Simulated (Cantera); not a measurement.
Charge: 1 mol N2O, 0.13 mol H2O, 2.5 mol H2, 0.012 mol SO2, held at 3473 K and 1 atm.

Method: chemical equilibrium by Gibbs-energy minimisation in Cantera with the NASA 1993 tables (ideal gas, pure condensed phases). Kinetics and transport are ignored.

```tsv
species	before	after
H2	0.265	0.497
H	0.284	0.389
N2	0.210	0.0859
H2O	0.125	0.0171
O	0.0380	0.00278
OH	0.0608	0.00608
O2	0.00692	3.69e-5
SO2	0.000302	2.59e-6
NO	0.00734	0.000343
SO	0.00117	0.000138
H2S	1.58e-5	4.77e-5
SH	0.000239	0.000526
```
Gas species are given as mole fractions.

Problem. What was changed between the two runs?
(A) N2O replaced by NH3
(B) H2O from 0.13 to 6.9 mol
(C) H2 from 2.5 to 0.069 mol
(D) temperature from 3473 K to 3398.15 K

Solution. A, N2O replaced by NH3
